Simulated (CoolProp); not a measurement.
Values from CoolProp's reference Helmholtz-energy equation of state, Lemmon 2006. It is a short technical equation, of lower accuracy than the large ones.

Problem. Give the vapour pressure (MPa), liquid cp (kJ/(kg K)), vapour Z, surface tension (mN/m) of saturated carbon monoxide at 84, 86.4 K.

Solution. 
| T (K) | p (MPa) | liquid cp (kJ/(kg K)) | vapour Z | surface tension (mN/m) |
|---|---|---|---|---|
| 84 | 0.131 | 2.15 | 0.950 | 9.02 |
| 86.4 | 0.169 | 2.16 | 0.941 | 8.51 |

Surface tension comes from a separate correlation (Mulero 2012).
